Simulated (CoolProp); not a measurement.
R407C at 274.93 K and 4.52 MPa flows at 0.52 m/s in a round tube of 10 mm bore and 15 µm roughness, fully developed (64/Re and Nu = 3.66 if laminar; Colebrook and Gnielinski if turbulent). Each further row changes one setting.

Computed with CoolProp (reference Helmholtz-energy equation of state, Lemmon 2003). It is a pseudo-pure fit of the blend.

```tsv
case	Reynolds number	Darcy friction factor	pressure drop (Pa/m)	heat-transfer coefficient (W/(m² K))	mass flow (kg/h)
as stated	30200	0.0270	…	1610	…
velocity 1.04 m/s	60300	0.0248	1670	3070	367
diameter 20 mm	60300	…	191	…	733
```

Some entries are withheld; supply them.


- as stated, pressure drop (Pa/m): 456
- as stated, mass flow (kg/h): 183
- diameter 20 mm, Darcy friction factor: 0.0227
- diameter 20 mm, heat-transfer coefficient (W/(m² K)): 1430

Viscosity comes from a separate model (Geller 2000). Thermal conductivity comes from a separate model (Geller 2001).
